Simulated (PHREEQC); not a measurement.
0.083 g of hydrous ferric oxide (600 m²/g; 0.2 weak and 0.005 strong sites per Fe, Dzombak-Morel constants, diffuse double layer) in 1 kg of water with 0.05 mol/kgw of an inert sodium salt and 0.00058 mol NaH2PO4 and 3.6e-07 mol ZnCl2, at 25 °C; the pH is set by adding NaOH or the inert anion's acid. O2 is buffered at 0.21 atm. CO2 from the air is kept out. Nothing may precipitate in this run.

Base run: PHREEQC, ion-association model, wateq4f.dat. Each further column changes one thing. The table gives P sorbed (%).

```json
[
 {"pH": "3", "base": "31.1", "no electrostatic term (-no_edl)": "…", "background salt from 0.05 to 0.005 mol/kgw": "31.7", "oxide from 0.083 to 0.42 g/kgw": "99.9", "5.3e-05 mol/kgw CuSO4 added": "31.1"},
 {"pH": "3.5", "base": "31.1", "no electrostatic term (-no_edl)": "29.0", "background salt from 0.05 to 0.005 mol/kgw": "31.6", "oxide from 0.083 to 0.42 g/kgw": "99.8", "5.3e-05 mol/kgw CuSO4 added": "31.1"},
 {"pH": "4.5", "base": "30.4", "no electrostatic term (-no_edl)": "29.2", "background salt from 0.05 to 0.005 mol/kgw": "30.6", "oxide from 0.083 to 0.42 g/kgw": "99.6", "5.3e-05 mol/kgw CuSO4 added": "30.4"},
 {"pH": "5", "base": "29.5", "no electrostatic term (-no_edl)": "29.4", "background salt from 0.05 to 0.005 mol/kgw": "29.6", "oxide from 0.083 to 0.42 g/kgw": "99.2", "5.3e-05 mol/kgw CuSO4 added": "29.4"},
 {"pH": "5.5", "base": "28.1", "no electrostatic term (-no_edl)": "29.8", "background salt from 0.05 to 0.005 mol/kgw": "28.1", "oxide from 0.083 to 0.42 g/kgw": "…", "5.3e-05 mol/kgw CuSO4 added": "27.4"},
 {"pH": "6.5", "base": "23.7", "no electrostatic term (-no_edl)": "31.1", "background salt from 0.05 to 0.005 mol/kgw": "23.5", "oxide from 0.083 to 0.42 g/kgw": "93.2", "5.3e-05 mol/kgw CuSO4 added": "21.1"},
 {"pH": "7", "base": "20.9", "no electrostatic term (-no_edl)": "31.5", "background salt from 0.05 to 0.005 mol/kgw": "20.7", "oxide from 0.083 to 0.42 g/kgw": "…", "5.3e-05 mol/kgw CuSO4 added": "19.2"},
 {"pH": "7.5", "base": "18.0", "no electrostatic term (-no_edl)": "31.5", "background salt from 0.05 to 0.005 mol/kgw": "17.7", "oxide from 0.083 to 0.42 g/kgw": "77.9", "5.3e-05 mol/kgw CuSO4 added": "17.2"},
 {"pH": "8.5", "base": "10.5", "no electrostatic term (-no_edl)": "31.2", "background salt from 0.05 to 0.005 mol/kgw": "10.5", "oxide from 0.083 to 0.42 g/kgw": "46.7", "5.3e-05 mol/kgw CuSO4 added": "11.6"},
 {"pH": "9", "base": "6.3", "no electrostatic term (-no_edl)": "30.6", "background salt from 0.05 to 0.005 mol/kgw": "6.2", "oxide from 0.083 to 0.42 g/kgw": "29.0", "5.3e-05 mol/kgw CuSO4 added": "8.3"}
]
```

Q: Complete the blanks.

A: 
- 3, no electrostatic term (-no_edl): 28.8
- 5.5, oxide from 0.083 to 0.42 g/kgw: 98.4
- 7, oxide from 0.083 to 0.42 g/kgw: 87.3

H3PO4, which wateq4f.dat lacks, is added to it with the constant of phreeqc.dat. The database has no phosphate complexes of Zn. The oxide is taken as insoluble; below pH 4 it would dissolve. The database has no phosphate complexes of Cu, Zn. The database's constant for dissolved Cu(OH)2 is higher than later reviews accept.
